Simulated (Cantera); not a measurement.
An adiabatic, constant-pressure homogeneous reactor starts with 13.6 % CH4, 18.1 % O2, 68.3 % N2, equivalence ratio 1.5, at 1325 K and 225 Torr.

Model: GRI-Mech 3.0 (53 species, 325 reactions), integrated in Cantera.

### Question
Predict: time of steepest temperature rise; temperature at 2.00 s; equilibrium temperature; x(O2) at 2.00 s; x(H) at 2.00 s; x(HO2) at 2.00 s.

### Answer
```
Property                                                               Value
---------------------------------  -----------------------------------------
time of steepest temperature rise                                    26.0 ms
temperature at 2.00 s                                                 2557 K
equilibrium temperature                                               2557 K
x(O2) at 2.00 s                    0.000969 (gas-phase equilibrium 0.000969)
x(H) at 2.00 s                         0.0160 (gas-phase equilibrium 0.0160)
x(HO2) at 2.00 s                     2.74e-7 (gas-phase equilibrium 2.74e-7)
```
